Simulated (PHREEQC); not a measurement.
Make-up at 25 °C: 0.069 mol/kgw HF, 0.072 mol/kgw NH4HF2, 0.00042 mol/kgw H4SiO4 and 0.11 mol/kgw HCl. Closed to the air; pH follows from the charge balance.

Equilibrium calculation in PHREEQC: ion-association model, wateq4f.dat.

Task: The ionic strength comes out as 0.116 mol/kgw. What activity coefficients do SiF6-2, HF2-, Cl-, H+, F- get?

Result: SiF6-2 0.36, HF2- 0.75, Cl- 0.75, H+ 0.82, F- 0.75.

No solid was allowed to form. Species that the database lacks are ignored. wateq4f.dat counts part of the HF as a dimer, H2F2, which phreeqc.dat doesn't know; its constant is uncertain. SiF6-2 is the database's only silicon fluoride.
